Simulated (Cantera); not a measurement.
# Stirred combustor or abatement burner

A perfectly stirred reactor is fed with 3.68 % CH₄, 4.05 % H₂, 15.7 % O₂, 58.9 % N₂, 17.7 % CO₂, equivalence ratio 0.60, at 1.00 atm; it is adiabatic with a 673 K inlet, and is followed from long to short residence time, starting on the burning branch (τ in s: 0.2, 0.095, 0.045, 0.022, 0.01, 0.005, 0.0024, 0.0012, 0.00055, 0.00027, 0.00013, 6.1e-05, 2.9e-05).

Model: GRI-Mech 3.0 (53 species, 325 reactions), integrated in Cantera.

| τ (s) | T (K) | x CH₄ | x H₂ | x O₂ | x HCO | x H₂O₂ |
|---|---|---|---|---|---|---|
| 0.20 | 1684 | 6.17e-6 | 7.56e-5 | 0.0640 | 6.07e-9 | 7.07e-8 |
| 0.095 | 1680 | 9.94e-6 | 0.000121 | 0.0641 | 1.29e-8 | 9.91e-8 |
| 0.045 | 1675 | 1.60e-5 | 0.000196 | 0.0643 | 2.77e-8 | 1.39e-7 |
| 0.022 | 1667 | 2.54e-5 | 0.000308 | 0.0645 | 5.77e-8 | 1.90e-7 |
| 0.010 | 1655 | 4.25e-5 | 0.000503 | 0.0651 | 1.29e-7 | 2.69e-7 |
| 0.0050 | 1638 | 6.79e-5 | 0.000764 | 0.0658 | 2.63e-7 | 3.64e-7 |
| 0.0024 | 1614 | 0.000114 | 0.00117 | 0.0669 | 5.54e-7 | 5.06e-7 |
| 0.0012 | 1584 | 0.000193 | 0.00174 | 0.0685 | 1.11e-6 | 6.98e-7 |
| 0.00055 | 1539 | 0.000375 | 0.00272 | 0.0709 | 2.40e-6 | 1.03e-6 |
| 0.00027 | 1485 | 0.000774 | 0.00431 | 0.0745 | 4.79e-6 | 1.50e-6 |
| 0.00013 | 673 | 0.0368 | 0.0405 | 0.157 | <1e-12 | <1e-12 |
| 6.1e-5 | 673 | 0.0368 | 0.0405 | 0.157 | <1e-12 | <1e-12 |
| 2.9e-5 | 673 | 0.0368 | 0.0405 | 0.157 | <1e-12 | <1e-12 |
x: mole fraction; the columns are a selection and need not sum to one.
